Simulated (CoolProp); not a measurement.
A simple Rankine cycle with n-perfluoropentane: condensing at 290.15 K, boiler at 0.229 MPa, turbine inlet 366.9 K, turbine efficiency 0.65, pump efficiency 0.8, no recuperator. Each further row changes one setting.

The numbers come from the reference Helmholtz-energy equation of state, Gao 2022 in CoolProp.

```csv
case,thermal efficiency (%),net work (kJ/kg),heat in (kJ/kg),turbine exit temperature (K),volume ratio over the turbine
as stated,5.2,8.22,158,355.7,3.69
turbine inlet 386.9 K,4.9,8.74,177,375.7,3.67
condensing temperature 282.15 K,___,10.4,166,353.0,5.16
boiler pressure 0.16 MPa,___,6.04,159,359.0,2.55
turbine efficiency 0.55,___,6.93,158,357.1,3.71
```

**Question.** What belongs in the gaps?

**Answer.** 
- condensing temperature 282.15 K, thermal efficiency (%): 6.2
- boiler pressure 0.16 MPa, thermal efficiency (%): 3.8
- turbine efficiency 0.55, thermal efficiency (%): 4.4
